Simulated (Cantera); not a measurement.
An isothermal plug-flow reactor at 475 K and 2250 Torr (inlet), inlet velocity 4.6 m/s, active area per volume 770 1/m; feed H2 : O2 : N2 = 0.0021 : 0.097 : 0.32 (molar parts), equivalence ratio 0.011.

Detailed kinetics in Cantera: Deutschmann's 1995 Pt surface mechanism with GRI-Mech 3.0 gas chemistry. Catalytic surfaces can have several steady states; this one follows from the mechanism file's or the stated starting coverage. Mass transfer to the wall is taken as infinitely fast.

One state of this run: x H2 = 0.00495; x O2 = 0.231; x H2O = 6.28e-5; θ free Pt = 0.0303; θ O* = 0.947; θ OH* = 0.0222. x: gas mole fraction; θ: surface coverage.

**Question.** Which value of z (m) does it belong to?
(A) 9.4e-05
(B) 0.0017
(C) 0.003
(D) 0.0053

**Answer.** A, 9.4e-05
